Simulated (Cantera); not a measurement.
Charge: 1 mol Pb, 0.021 mol O2, 0.59 mol N2, at 75000 Pa.

Method: chemical equilibrium by Gibbs-energy minimisation in Cantera with the NASA 1993 tables (ideal gas, pure condensed phases). Candidate condensed phases: Pb, PbO, PbO2, Pb3O4; 12 gas species. Each liquid is taken as pure. Mutual solubility and eutectic melting of coexisting phases are not modelled. Gases not in the tables: (PbO)n polymers. Rates play no part.

log p: log10 of the partial pressure in bar; n: condensed amount in mol.

```
T (K)  log p N2  log p Pb  log p PbO  log p Pb2  log p O2  log p NO  n Pb(s)  n PbO(red)  n Pb(l)  n PbO(yellow)  n PbO(l)
-----  --------  --------  ---------  ---------  --------  --------  -------  ----------  -------  -------------  --------
575       -0.12    -12.02       <-12       <-12      <-12      <-12    0.958      0.0420        0              0         0
675       -0.12     -9.47       <-12       <-12      <-12      <-12        0      0.0420    0.958              0         0
775       -0.12     -7.60     -10.75       <-12      <-12      <-12        0           0    0.958         0.0420         0
875       -0.12     -6.17      -8.59       <-12      <-12      <-12        0           0    0.958         0.0420         0
975       -0.12     -5.04      -6.89     -10.71      <-12    -10.82        0           0    0.958         0.0420         0
1075      -0.12         …          …          …         …         …        0           0    0.958         0.0420         0
1175      -0.13         …          …          …         …         …        0           0    0.958              0    0.0420
1275      -0.13     -2.72      -3.54      -6.84     -7.79     -7.04        0           0    0.957              0    0.0418
1375      -0.13     -2.18      -2.81      -5.94     -6.67     -6.21        0           0    0.953              0    0.0408
1475      -0.14     -1.72      -2.20      -5.16     -5.72     -5.50        0           0    0.942              0    0.0368
1575      -0.17     -1.31      -1.66      -4.49     -4.89     -4.90        0           0    0.916              0    0.0230
```

Fill in the missing entries.


- 1175, log p Pb: -3.36
- 1175, log p PbO: -4.39
- 1175, log p Pb2: -7.90
- 1175, log p O2: -9.11
- 1175, log p NO: -8.02
- 1075, log p Pb: -4.12
- 1075, log p PbO: -5.51
- 1075, log p Pb2: -9.17
- 1075, log p O2: -10.87
- 1075, log p NO: -9.28
